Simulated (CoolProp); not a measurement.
Vapour-liquid equilibrium of propylene (1) + R142b (2) at 0.144 MPa; x and y are mole fractions of (1).

Values from CoolProp's multi-fluid Helmholtz-energy mixture model, Lemmon 2013 and Lemmon 2006; pair parameters Bell 2016.

```json
[
 {"x": "0.05", "bubble temperature (K)": "268.5", "y at the bubble point": "0.193", "dew temperature at overall composition x (K)": "271.9", "liquid density (mol/L)": "11.83"},
 {"x": "0.15", "bubble temperature (K)": "260.8", "y at the bubble point": "0.463", "dew temperature at overall composition x (K)": "269.6", "liquid density (mol/L)": "12.14"},
 {"x": "0.25", "bubble temperature (K)": "254.7", "y at the bubble point": "0.631", "dew temperature at overall composition x (K)": "267.1", "liquid density (mol/L)": "12.42"},
 {"x": "0.35", "bubble temperature (K)": "249.8", "y at the bubble point": "0.737", "dew temperature at overall composition x (K)": "264.3", "liquid density (mol/L)": "12.68"},
 {"x": "0.45", "bubble temperature (K)": "246.0", "y at the bubble point": "0.809", "dew temperature at overall composition x (K)": "261.2", "liquid density (mol/L)": "12.93"},
 {"x": "0.55", "bubble temperature (K)": "243.0", "y at the bubble point": "0.860", "dew temperature at overall composition x (K)": "257.8", "liquid density (mol/L)": "13.16"},
 {"x": "0.65", "bubble temperature (K)": "240.4", "y at the bubble point": "0.899", "dew temperature at overall composition x (K)": "253.9", "liquid density (mol/L)": "13.40"},
 {"x": "0.75", "bubble temperature (K)": "238.3", "y at the bubble point": "0.930", "dew temperature at overall composition x (K)": "249.2", "liquid density (mol/L)": "13.63"},
 {"x": "0.85", "bubble temperature (K)": "236.3", "y at the bubble point": "0.959", "dew temperature at overall composition x (K)": "243.6", "liquid density (mol/L)": "13.87"},
 {"x": "0.95", "bubble temperature (K)": "234.5", "y at the bubble point": "0.986", "dew temperature at overall composition x (K)": "236.9", "liquid density (mol/L)": "14.13"}
]
```

No azeotrope shows between x = 0.05 and 0.95.

Pair parameters are fitted to limited data, so mixtures are less certain than the pure fluids.
